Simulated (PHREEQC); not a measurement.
Make-up at 60 °C: 0.0011 mol Na2SiO3 per kg of water. Closed to the air; pH follows from the charge balance.

Equilibrium calculation in PHREEQC: ion-association model, phreeqc.dat.

| quantity | before | after |
|---|---|---|
| pH | 10.10 | 10.36 |
| H3SiO4- (mol/kgw) | 0.000917 | 0.00197 |
| H4SiO4 (mol/kgw) | 0.000177 | 0.000203 |
| H2SiO4-2 (mol/kgw) | 5.83e-6 | 2.44e-5 |
| SI of Quartz (SiO2) | -0.23 | -0.17 |

Name the change that produced these shifts.
A) temperature from 60 to 85 °C
B) diluted 10-fold with water
C) Na2SiO3 from 0.0011 to 0.0022 mol/kgw
D) Na2SiO3 from 0.0011 to 0.00055 mol/kgw
E) 1.3e-05 mol/kgw Na2S added

C, Na2SiO3 from 0.0011 to 0.0022 mol/kgw

No solid was allowed to form. Constants without temperature data keep their 25 °C values here.
